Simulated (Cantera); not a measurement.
A closed system holds: 1 mol Si₂H₆, 1.1 mol HCl, 280 mol N₂, held at 1750 K and 1.90 bar.

Equilibrium computed with Cantera from the NASA thermochemical tables; the gas is ideal and each condensed phase is pure. Candidate condensed phases: NH₄Cl, Si, Si₃N₄; 28 gas species. The feed counts by its element totals alone. The numbers say what is thermodynamically allowed, not how fast it happens.

Base state: N₂ 0.985, H₂ 0.0107, HCl 0.00374, SiCl₂ 6.97e-5, H 1.74e-5 (mole fractions); condensed: Si₃N₄(s).

### Question
What changes in the equilibrium state with this change: N₂ from 280 to 7.7 mol?

### Answer
```tsv
species	before	after
N₂	0.985	0.609
H₂	0.0107	0.289
HCl	0.00374	0.0982
SiCl₂	6.97e-5	0.00244
SiHCl₃	7.80e-8	7.18e-5
SiCl₄	1.23e-7	0.000110
SiCl₃	2.20e-6	0.000389
H	1.74e-5	9.08e-5
Cl	4.71e-6	2.37e-5
Si₃N₄(s), mol	0.660	0.656
```
The tables' values for SiCl₃ are old estimates; treat these amounts as uncertain.
